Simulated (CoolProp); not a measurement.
A simple Rankine cycle with R245ca: condensing at 323.15 K, boiler at 3.15 MPa, turbine inlet 439.7 K, turbine efficiency 0.6, pump efficiency 0.7, no recuperator. Each further row changes one setting.

Values from CoolProp's reference Helmholtz-energy equation of state, Zhou 2016.

```
case                             thermal efficiency (%)  net work (kJ/kg)  heat in (kJ/kg)  turbine exit temperature (K)  volume ratio over the turbine
-------------------------------  ----------------------  ----------------  ---------------  ----------------------------  -----------------------------
as stated                                          10.2              27.2              267                           ___                           18.7
condensing temperature 315.15 K                    11.0               ___              278                         368.2                           24.3
boiler pressure 2.2 MPa                             9.4              27.2              ___                         392.9                           10.5
turbine efficiency 0.5                              ___              22.2              267                           ___                            ___
```

Question: Some entries are withheld; supply them.

Answer: 
- as stated, turbine exit temperature (K): 372.0
- condensing temperature 315.15 K, net work (kJ/kg): 30.5
- boiler pressure 2.2 MPa, heat in (kJ/kg): 290
- turbine efficiency 0.5, thermal efficiency (%): 8.3
- turbine efficiency 0.5, turbine exit temperature (K): 376.8
- turbine efficiency 0.5, volume ratio over the turbine: 19.0
